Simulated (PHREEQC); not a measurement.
A column of 0.1 m (30 cells, dispersivity 0.005 m, 3600 s a shift, diffusion coefficient 3e-10 m²/s) holds 0.013 eq of the database's cation exchanger X per kg of pore water, first in equilibrium with 0.072 mol KBr, 0.00089 mol NaCl and 1e-05 mol HCl per kg of water. It is flushed with 0.0029 mol MnCl2, 0.015 mol CaCl2 and 1e-05 mol HCl per kg of water, at 40 °C. Values are for the last cell. The system is closed to CO2. No solid was allowed to form.

The series has 31 steps of pore volumes, from 0 to 3.017.

Equilibrium calculation in PHREEQC: ion-association model, phreeqc.dat.

After how many pore volumes does Ca at the outlet first reach half of its feed value?

By 1.4 pore volumes.

After how many pore volumes does Mn at the outlet first reach half of its feed value?

By 1.2 pore volumes.

Constants without temperature data keep their 25 °C values here.
